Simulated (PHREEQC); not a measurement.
0.31 g of hydrous ferric oxide (600 m²/g; 0.2 weak and 0.005 strong sites per Fe, Dzombak-Morel constants, diffuse double layer) in 1 kg of water with 0.005 mol/kgw of an inert sodium salt and 5.6e-05 mol/kgw NaF and 1e-06 mol/kgw H3BO3, at 25 °C; the pH is set by adding NaOH or the inert anion's acid. O2 is buffered at 0.21 atm. No CO2 enters from the air. Nothing may precipitate in this run.

All values are PHREEQC results (ion-association model, wateq4f.dat), not measurements.

```json
[
 {"pH": "3", "F sorbed (%)": "96.2", "B sorbed (%)": "0.0", "surface charge σ (C/m²)": "0.282", "surface potential ψ (mV)": "210"},
 {"pH": "3.38", "F sorbed (%)": "97.0", "B sorbed (%)": "0.1", "surface charge σ (C/m²)": "0.240", "surface potential ψ (mV)": "205"},
 {"pH": "4.12", "F sorbed (%)": "95.9", "B sorbed (%)": "0.1", "surface charge σ (C/m²)": "0.157", "surface potential ψ (mV)": "185"},
 {"pH": "4.5", "F sorbed (%)": "93.9", "B sorbed (%)": "0.1", "surface charge σ (C/m²)": "0.121", "surface potential ψ (mV)": "172"},
 {"pH": "4.88", "F sorbed (%)": "90.2", "B sorbed (%)": "0.2", "surface charge σ (C/m²)": "0.091", "surface potential ψ (mV)": "158"},
 {"pH": "5.62", "F sorbed (%)": "74.3", "B sorbed (%)": "0.2", "surface charge σ (C/m²)": "0.049", "surface potential ψ (mV)": "127"},
 {"pH": "6", "F sorbed (%)": "60.0", "B sorbed (%)": "0.2", "surface charge σ (C/m²)": "0.035", "surface potential ψ (mV)": "110"},
 {"pH": "6.38", "F sorbed (%)": "43.0", "B sorbed (%)": "0.2", "surface charge σ (C/m²)": "0.024", "surface potential ψ (mV)": "92"},
 {"pH": "7.12", "F sorbed (%)": "15.1", "B sorbed (%)": "0.2", "surface charge σ (C/m²)": "0.011", "surface potential ψ (mV)": "54"},
 {"pH": "7.5", "F sorbed (%)": "7.4", "B sorbed (%)": "0.2", "surface charge σ (C/m²)": "0.006", "surface potential ψ (mV)": "34"},
 {"pH": "7.88", "F sorbed (%)": "3.4", "B sorbed (%)": "0.2", "surface charge σ (C/m²)": "0.002", "surface potential ψ (mV)": "13"},
 {"pH": "8.62", "F sorbed (%)": "0.7", "B sorbed (%)": "0.2", "surface charge σ (C/m²)": "-0.005", "surface potential ψ (mV)": "-29"},
 {"pH": "9", "F sorbed (%)": "0.3", "B sorbed (%)": "0.1", "surface charge σ (C/m²)": "-0.009", "surface potential ψ (mV)": "-50"}
]
```

Complexes and solids missing from the database can't appear. Real BF4- forms and hydrolyses slowly; the run takes it at equilibrium. The oxide is taken as insoluble; below pH 4 it would dissolve.
